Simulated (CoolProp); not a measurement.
Hydrogen chloride along the isotherm 280.4 K: fugacity coefficient from the reference equation and from simpler models built on Tc = 324.7 K, pc = 83.14 bar, ω = 0.130; each cubic takes its own stable root.

Model: reference Helmholtz-energy equation of state, Thol 2018, in CoolProp.

| p (bar) | phase | reference |
|---|---|---|
| 0.394 | gas | 0.9972 |
| 0.614 | gas | 0.9956 |
| 0.956 | gas | 0.9932 |
| 1.49 | gas | 0.9894 |
| 2.32 | gas | 0.9835 |
| 3.61 | gas | 0.9743 |
| 5.62 | gas | 0.9600 |
| 8.75 | gas | 0.9379 |
| 13.6 | gas | 0.9038 |
| 21.2 | gas | 0.8505 |
| 33 | liquid | 0.7385 |
| 51.4 | liquid | 0.4894 |
| 80.1 | liquid | 0.3298 |
| 125 | liquid | 0.2278 |

Problem. How far does each simpler model (van der Waals, Redlich-Kwong) lie from the reference over these 14 states: mean and median of the absolute difference, and the worst?

Solution. 
- van der Waals: mean 11.6 %, median 1.6 %, worst +51.9 % at 280.4 K and 125 bar
- Redlich-Kwong: mean 3.8 %, median 0.7 %, worst +14.7 % at 280.4 K and 125 bar

At some of these states van der Waals, Redlich-Kwong gives the other phase, because its saturation line lies elsewhere.
